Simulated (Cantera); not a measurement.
Input: 1 mol CH3SiH3, 0.084 mol C3H8, 52 mol H2, held at 1225 K and 10000 Pa.

These are equilibrium values from Cantera (NASA tables, ideal gas, pure condensed phases), not measurements of a reactor. Candidate condensed phases: C, C6H6, C7H8, C8H18, Si, SiC; 87 gas species. The feed counts by its element totals alone. Rates play no part.

Base state: H2 0.999, CH4 0.00131 (mole fractions); condensed: C(graphite) + SiC(s).

Task: What changes in the equilibrium state with this change: temperature from 1225 K to 1898.15 K?

Result: 
| species | before | after |
|---|---|---|
| H2 | 0.999 | 0.997 |
| H | 9.85e-7 | 0.00247 |
| C2H2 (acetylene) | 1.62e-7 | 0.000376 |
| CH4 | 0.00131 | 5.62e-5 |
| C(graphite), mol | 0.180 | 0.207 |
| SiC(s), mol | 1.00 | 1.000 |

Task: What changes in the equilibrium state with this change: CH3SiH3 replaced by Si(CH3)4?

Result: 
| species | before | after |
|---|---|---|
| H2 | 0.999 | 0.999 |
| CH4 | 0.00131 | 0.00131 |
| C(graphite), mol | 0.180 | 3.18 |
| SiC(s), mol | 1.00 | 1.00 |
